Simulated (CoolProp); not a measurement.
Normal hydrogen at 262.45 K and 0.702 MPa flows at 0.76 m/s in a round tube of 100 mm bore and 1.5 µm roughness, fully developed (64/Re and Nu = 3.66 if laminar; Colebrook and Gnielinski if turbulent). Each further row changes one setting.

Model: reference Helmholtz-energy equation of state, Leachman 2009, in CoolProp.

```json
[
 {"case": "as stated", "Reynolds number": "6020", "Darcy friction factor": "0.0355", "pressure drop (Pa/m)": "0.0662", "heat-transfer coefficient (W/(m² K))": "31.7", "mass flow (kg/h)": "13.9"},
 {"case": "velocity 1.52 m/s", "Reynolds number": "12000", "Darcy friction factor": "0.0294", "pressure drop (Pa/m)": "0.220", "heat-transfer coefficient (W/(m² K))": "56.7", "mass flow (kg/h)": "27.7"},
 {"case": "diameter 200 mm", "Reynolds number": "12000", "Darcy friction factor": "0.0294", "pressure drop (Pa/m)": "0.0274", "heat-transfer coefficient (W/(m² K))": "28.3", "mass flow (kg/h)": "55.5"}
]
```

Viscosity comes from a separate model (Muzny 2013). Thermal conductivity comes from a separate model (Assael 2011).
